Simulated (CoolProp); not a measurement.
Computed with CoolProp (reference Helmholtz-energy equation of state, Lemmon 2016).

Question: Give the vapour pressure (kPa), vapour density (kg/m³), surface tension (mN/m) of saturated R365MFC at 323.4, 341.5, 350.5 K.

Answer: 
```csv
T (K),p (kPa),vapour density (kg/m³),surface tension (mN/m)
323.4,144,8.40,12.3
341.5,253,14.5,10.3
350.5,327,18.6,9.40
```

Surface tension comes from a separate correlation (Mulero 2012).
